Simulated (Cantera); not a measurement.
Feed: 1 mol PbO, 1.1 mol C, 0.74 mol CO, 3.6 mol CH4, held at 41.3 Torr.

Method: chemical equilibrium by Gibbs-energy minimisation in Cantera with the NASA 1993 tables (ideal gas, pure condensed phases). Candidate condensed phases: C, C6H6, C7H8, C8H18, H2O, Pb, PbO, PbO2, Pb3O4; 113 gas species. Rates play no part. All values below are at 1175 K.

Base state: H2 0.798, CO 0.193, Pb 0.00792, CH4 0.000671, H2O 0.000294, CO2 5.54e-5 (mole fractions); condensed: C(graphite) + Pb(l).

Task: What changes in the equilibrium state with this change: pressure from 41.3 Torr to 0.825 Torr?

Result: 
| species | before | after |
|---|---|---|
| H2 | 0.798 | 0.724 |
| CO | 0.193 | 0.175 |
| Pb | 0.00792 | 0.101 |
| CH4 | 0.000671 | 1.11e-5 |
| H2O | 0.000294 | 4.83e-6 |
| C(graphite), mol | 3.70 | 3.70 |
| Pb(l), mol | 0.929 | 0 |
